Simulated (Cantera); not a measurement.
Feed: 1 mol SiC, 0.81 mol H2O, 270 mol N2, 0.55 mol O2, equilibrated at 1075 K and 0.340 bar.

Cantera equilibrium calculation (NASA polynomials, part measured and part estimated; ideal gas, pure solids and liquids). Candidate condensed phases: C, C6H6, C7H8, C8H18, H2O, Si, SiC, SiO2, Si2N2O, Si3N4; 151 gas species. N2 is the only nitrogen source here; it is nearly inert below about 1500 K, so the nitride shown seldom forms there in practice. Mutual solubility and eutectic melting of coexisting phases are not modelled. Kinetics and transport are ignored.

Base state: N2 0.994, CO 0.00344, H2 0.00298 (mole fractions); condensed: C(graphite) + SiO2(β-quartz) + Si2N2O(s).

What changes in the equilibrium state with this change: temperature from 1075 K to 2098 K?


```csv
species,before,after
N2,0.994,0.990
CO,0.00344,0.00357
SiO,<1e-9,0.00343
H,1.37e-9,0.000278
Si,<1e-9,0.000180
SiN,<1e-9,2.18e-5
"C(graphite), mol",0.0650,0
"SiO2(β-quartz), mol",0.317,0
"Si2N2O(s), mol",0.342,0
```
The tables' values for SiN are old estimates; treat these amounts as uncertain.

What changes in the equilibrium state with this change: pressure from 0.340 bar to 0.00133 bar?


```csv
species,before,after
N2,0.994,0.993
CO,0.00344,0.00368
H2,0.00298,0.00298
"C(graphite), mol",0.0650,0
"SiO2(β-quartz), mol",0.317,0.273
"Si2N2O(s), mol",0.342,0.363
```
